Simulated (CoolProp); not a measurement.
Computed with CoolProp (reference Helmholtz-energy equation of state, Thol 2017).

Problem. Give the vapour pressure (MPa), vapour density (kg/m³), enthalpy of vaporisation (kJ/kg), surface tension (mN/m) of saturated octamethyltrisiloxane (MDM) at 38.85, 55.35, 71.95 °C.

Solution. 
| T (°C) | p (MPa) | vapour density (kg/m³) | enthalpy of vaporisation (kJ/kg) | surface tension (mN/m) |
|---|---|---|---|---|
| 38.85 | 0.00117 | 0.107 | 199 | 15.3 |
| 55.35 | 0.00289 | 0.252 | 192 | 13.9 |
| 71.95 | 0.00640 | 0.532 | 186 | 12.5 |

Surface tension comes from a separate correlation (Mulero 2014), older than this fluid's equation and unchecked against measurements.
